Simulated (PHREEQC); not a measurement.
**Copper plating or etch bath**

Make-up at 38 °C: 0.0013 mol Cu(BF4)2 and 0.0462 mol H2SO4 per kg of water. Closed to the air; pH follows from the charge balance.

The numbers come from PHREEQC with the ion-association model, phreeqc.dat.

Precipitation was switched off in this run.

Task: Predict the pH, ionic strength.

Result: pH 1.33; ionic strength 0.0698 mol/kgw.

Task: In which forms is Cu present?

Result: Cu+2 70 %, CuSO4 30 % of the Cu.

Complexes and solids missing from the database can't appear. Constants without temperature data keep their 25 °C values here. Real BF4- forms and hydrolyses slowly; the run takes it at equilibrium.
